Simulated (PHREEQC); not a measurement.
A solution holds 0.012 mol HF, 0.054 mol NH4HF2 and 0.0018 mol H3PO4 per kg of water, at 25 °C. Closed to the air; pH follows from the charge balance.

Computed with PHREEQC (ion-association model, wateq4f.dat).

Each row changes one thing in this solution. This is a speciation only: nothing precipitates in the calculation.

| case | pH | ionic strength (mol/kgw) | HF (mol/kgw) | F- (mol/kgw) | HF2- (mol/kgw) | H2F2 (mol/kgw) |
|---|---|---|---|---|---|---|
| as made | 3.06 | 0.0550 | 0.0468 | 0.0452 | 0.00822 | 0.00579 |
| H3PO4 replaced by K2HPO4 at the same molality | 3.11 | 0.0585 | 0.0444 | 0.0485 | 0.00837 | 0.00520 |
| HF from 0.012 to 0.0108 mol/kgw | 3.07 | 0.0550 | 0.0461 | 0.0453 | 0.00811 | 0.00561 |
| diluted 2-fold with water | 3.07 | 0.0280 | 0.0266 | 0.0246 | 0.00253 | 0.00186 |
| temperature from 25 to 15 °C | 3.02 | 0.0551 | 0.0444 | 0.0462 | 0.00729 | 0.00741 |

Complexes and solids missing from the database can't appear. wateq4f.dat counts part of the HF as a dimer, H2F2, which phreeqc.dat doesn't know; its constant is uncertain. H3PO4, which wateq4f.dat lacks, is added to it with the constant of phreeqc.dat.
